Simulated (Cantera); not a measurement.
Input: 1 mol MgCO3, 0.077 mol C, 12 mol O2, equilibrated at 0.0300 bar.

Equilibrium computed with Cantera from the NASA thermochemical tables; the gas is ideal and each condensed phase is pure. Candidate condensed phases: C, Mg, MgCO3, MgO; 15 gas species. The numbers say what is thermodynamically allowed, not how fast it happens.

x: gas mole fraction; n: condensed amount in mol.

| T (K) | x O2 | x CO2 | x O | x CO | n MgO(s) |
|---|---|---|---|---|---|
| 1298 | 0.917 | 0.0828 | 9.43e-7 | 7.34e-8 | 1.00 |
| 1373 | 0.917 | 0.0828 | 3.41e-6 | 3.05e-7 | 1.00 |
| 1448 | 0.917 | 0.0828 | 1.08e-5 | 1.09e-6 | 1.00 |
| 1523 | 0.917 | 0.0828 | 3.05e-5 | 3.43e-6 | 1.00 |
| 1598 | 0.917 | 0.0828 | 7.83e-5 | 9.70e-6 | 1.00 |
| 1673 | 0.917 | 0.0828 | ? | ? | 1.00 |
| 1748 | 0.917 | 0.0828 | 0.000405 | 5.90e-5 | 1.00 |
| 1823 | 0.916 | 0.0827 | ? | ? | 1.00 |
| 1898 | 0.916 | 0.0825 | 0.00162 | 0.000268 | 1.000 |
| 1973 | 0.914 | 0.0822 | 0.00299 | 0.000522 | 1.000 |
| 2048 | 0.912 | 0.0816 | 0.00529 | 0.000965 | 1.000 |
| 2123 | 0.909 | 0.0807 | 0.00897 | 0.00170 | 1.000 |
| 2198 | 0.903 | 0.0793 | 0.0147 | 0.00286 | 0.999 |
| 2273 | 0.895 | 0.0771 | 0.0231 | 0.00461 | 0.997 |

**Question.** Fill in the missing entries.

**Answer.** 
- 1823, x O: 0.000834
- 1823, x CO: 0.000130
- 1673, x O: 0.000185
- 1673, x CO: 2.49e-5
